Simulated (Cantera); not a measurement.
Input (Python, Cantera):

```python
import numpy as np
import cantera as ct

gas = ct.Solution("gri30.yaml")
gas.TPX = 1475, 160000, {'CH3OH': 1, 'O2': 1, 'N2': 3.76, 'H2O': 0.38}
reactor = ct.IdealGasReactor(gas, energy="on", clone=False)
net = ct.ReactorNet([reactor])
net.rtol, net.atol = 1e-08, 1e-16
show = ['CH3OH', 'O2', 'H2O', 'NO', 'HCN', 'C2H2']
times = np.geomspace(5e-06, 0.5, 12)

steps = ct.SolutionArray(gas, extra=["t"])
rows = []
print(f"{'t/s':>10s}{'T/K':>9s}{'P/Pa':>11s}" + "".join(f"{s:>11s}" for s in show))
for t in times:
    while net.time < t:
        t_next = net.step()
        steps.append(gas.state, t=t_next)
    rows.append([np.interp(t, steps.t, y) for y in (steps.T, steps.P, *steps(*show).X.T)])
    print(f"{t:10.3e}{rows[-1][0]:9.1f}{rows[-1][1]:11.4g}" + "".join(f"{x:11.3e}" for x in rows[-1][2:]))
rate = np.gradient(steps.T, steps.t)
print("integrator steps:", len(steps.t))
if steps.T.max() > steps.T[0] + 200:
    print(f"time of steepest temperature rise: {steps.t[rate.argmax()]:.4e} s")
gas.TPX = 1475, 160000, {'CH3OH': 1, 'O2': 1, 'N2': 3.76, 'H2O': 0.38}
gas.equilibrate("UV")
print(f"equilibrium (UV): T = {gas.T:.1f} K  " + "  ".join(f"{s} {gas[s].X[0]:.3e}" for s in show))
```

Result:

```
       t/s      T/K       P/Pa      CH3OH         O2        H2O         NO        HCN       C2H2
 5.000e-06   1475.0    1.6e+05  1.628e-01  1.628e-01  6.192e-02  1.408e-14  1.457e-14  9.364e-12
 1.424e-05   1475.0    1.6e+05  1.625e-01  1.627e-01  6.200e-02  5.184e-14  5.184e-14  2.763e-11
 4.056e-05   1476.0  1.603e+05  1.613e-01  1.620e-01  6.249e-02  2.655e-13  2.772e-13  8.939e-11
 1.155e-04   1583.3  1.777e+05  1.169e-01  1.381e-01  8.976e-02  2.836e-11  2.460e-11  1.660e-09
 3.290e-04   2879.1  3.715e+05  4.079e-14  3.739e-03  2.483e-01  1.808e-03  1.512e-08  1.924e-15
 9.369e-04   2871.5  3.706e+05  4.222e-14  3.446e-03  2.479e-01  3.912e-03  2.902e-08  2.012e-15
 2.668e-03   2870.5  3.704e+05  4.240e-14  3.410e-03  2.479e-01  4.177e-03  3.081e-08  2.023e-15
 7.600e-03   2870.5  3.704e+05  4.240e-14  3.410e-03  2.479e-01  4.177e-03  3.082e-08  2.023e-15
 2.164e-02   2870.5  3.704e+05  4.240e-14  3.410e-03  2.479e-01  4.177e-03  3.082e-08  2.023e-15
 6.164e-02   2870.5  3.704e+05  4.240e-14  3.410e-03  2.479e-01  4.177e-03  3.082e-08  2.023e-15
 1.756e-01   2870.5  3.704e+05  4.240e-14  3.410e-03  2.479e-01  4.177e-03  3.082e-08  2.023e-15
 5.000e-01   2870.5  3.704e+05  4.240e-14  3.410e-03  2.479e-01  4.177e-03  3.082e-08  2.023e-15
integrator steps: 1872
time of steepest temperature rise: 1.2681e-04 s
equilibrium (UV): T = 2870.5 K  CH3OH 4.409e-14  O2 3.410e-03  H2O 2.479e-01  NO 4.177e-03  HCN 3.082e-08  C2H2 2.172e-15
```

Model: GRI-Mech 3.0 (53 species, 325 reactions), integrated in Cantera. GRI-Mech 3.0 was tuned for natural gas; its chemistry of methanol as a main component is partial and can be far from experiment.
